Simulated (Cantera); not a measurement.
## Ignition delay

Mixture: 6.08 % CH₄, 0.790 % H₂, 19.6 % O₂, 73.5 % N₂, at 1.00 bar, adiabatic and at constant pressure. Ignition delay is the time to a rise of 400 K.

Cantera simulation using GRI-Mech 3.0 (53 species, 325 reactions); the numbers are that mechanism's predictions, not measurements.

```tsv
T0 (K)	delay (ms)
1073	42.6
1123	24.6
1173	14.1
1223	8.10
1273	4.71
1323	2.80
1373	1.71
1423	1.08
```

The apparent activation energy between 1323 and 1423 K is 150 kJ/mol.
